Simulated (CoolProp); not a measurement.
A simple Rankine cycle with tetrahydrofuran: condensing at 318.15 K, boiler at 0.478 MPa, turbine inlet 436.3 K, turbine efficiency 0.9, pump efficiency 0.8, no recuperator. Each further row changes one setting.

Computed with CoolProp (reference Helmholtz-energy equation of state, Fiedler 2023).

```tsv
case	thermal efficiency (%)	net work (kJ/kg)	heat in (kJ/kg)	turbine exit temperature (K)	volume ratio over the turbine
as stated	15.5	90.9	587	[?]	8.77
turbine inlet 456.3 K	15.5	96.0	621	389.8	8.78
condensing temperature 310.15 K	17.0	102	601	360.5	[?]
boiler pressure 0.335 MPa	13.3	78.7	[?]	380.4	6.20
turbine efficiency 0.8	13.8	80.7	587	[?]	8.95
```

### Question
Complete the blanks.

### Answer

- as stated, turbine exit temperature (K): 369.2
- condensing temperature 310.15 K, volume ratio over the turbine: 11.7
- boiler pressure 0.335 MPa, heat in (kJ/kg): 590
- turbine efficiency 0.8, turbine exit temperature (K): 376.6
